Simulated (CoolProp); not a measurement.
A simple Rankine cycle with n-perfluorohexane: condensing at 307.15 K, boiler at 0.451 MPa, turbine inlet 422.9 K, turbine efficiency 0.9, pump efficiency 0.8, no recuperator. Each further row changes one setting.

Model: reference Helmholtz-energy equation of state, Gao 2022, in CoolProp.

```
case                             thermal efficiency (%)  net work (kJ/kg)  heat in (kJ/kg)  turbine exit temperature (K)  volume ratio over the turbine
-------------------------------  ----------------------  ----------------  ---------------  ----------------------------  -----------------------------
as stated                                          10.4              19.9              192                         397.7                           11.1
turbine inlet 442.9 K                               9.9              21.1                ?                         417.6                           10.9
condensing temperature 299.15 K                       ?                 ?              200                             ?                           15.5
boiler pressure 0.316 MPa                             ?              17.3                ?                         402.1                           7.53
turbine efficiency 0.8                              9.2              17.6              192                         400.1                              ?
```

### Question
Complete the blanks.

### Answer

- turbine inlet 442.9 K, heat in (kJ/kg): 212
- condensing temperature 299.15 K, thermal efficiency (%): 11.4
- condensing temperature 299.15 K, net work (kJ/kg): 22.8
- condensing temperature 299.15 K, turbine exit temperature (K): 394.5
- boiler pressure 0.316 MPa, thermal efficiency (%): 8.9
- boiler pressure 0.316 MPa, heat in (kJ/kg): 194
- turbine efficiency 0.8, volume ratio over the turbine: 11.2
